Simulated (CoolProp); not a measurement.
Vapour-liquid equilibrium of n-heptane (1) + ethylbenzene (2) at 358.5 K; x and y are mole fractions of (1).

Model: multi-fluid Helmholtz-energy mixture model, Span 2003 and Zhou 2012; pair parameters Bell 2016, in CoolProp.

| x | bubble pressure, mixture model (MPa) | bubble pressure, Raoult's law (MPa) | y, mixture model | y, Raoult's law |
|---|---|---|---|---|
| 0.05 | 0.02408 | 0.02287 | 0.188 | 0.149 |
| 0.15 | 0.03048 | 0.02762 | 0.419 | 0.369 |
| 0.25 | 0.03607 | 0.03236 | 0.559 | 0.525 |
| 0.35 | 0.04107 | 0.03711 | 0.656 | 0.641 |
| 0.45 | 0.04565 | 0.04185 | 0.730 | 0.731 |
| 0.55 | 0.04994 | 0.04660 | 0.790 | 0.802 |
| 0.65 | 0.05403 | 0.05134 | 0.843 | 0.860 |
| 0.75 | 0.05802 | 0.05609 | 0.890 | 0.909 |
| 0.85 | 0.06198 | 0.06084 | 0.935 | 0.949 |
| 0.95 | 0.06595 | 0.06558 | 0.978 | 0.984 |

The largest gap from Raoult's law is +11.5 % in bubble pressure, at x = 0.25. No azeotrope shows between x = 0.05 and 0.95.

The pair parameters rest on a limited set of measurements; away from them the model extrapolates.
